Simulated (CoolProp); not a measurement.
Water at 482.06 K and 5.68 MPa flows at 3 m/s in a round tube of 2 mm bore and 1.5 µm roughness, fully developed (64/Re and Nu = 3.66 if laminar; Colebrook and Gnielinski if turbulent). Each further row changes one setting.

Values from CoolProp's reference Helmholtz-energy equation of state, Wagner 2002.

```csv
case,Reynolds number,Darcy friction factor,pressure drop (Pa/m),heat-transfer coefficient (W/(m² K)),mass flow (kg/h)
as stated,39700,0.0242,[?],[?],[?]
velocity 6 m/s,79400,0.0219,[?],[?],[?]
diameter 4 mm,79400,0.0205,[?],[?],116
```

What belongs in the gaps?


- as stated, pressure drop (Pa/m): 46600
- as stated, heat-transfer coefficient (W/(m² K)): 36100
- as stated, mass flow (kg/h): 29.1
- velocity 6 m/s, pressure drop (Pa/m): 169000
- velocity 6 m/s, heat-transfer coefficient (W/(m² K)): 66000
- velocity 6 m/s, mass flow (kg/h): 58.2
- diameter 4 mm, pressure drop (Pa/m): 19800
- diameter 4 mm, heat-transfer coefficient (W/(m² K)): 30900

Viscosity comes from a separate model (Huber 2009). Thermal conductivity comes from a separate model (Huber 2012).
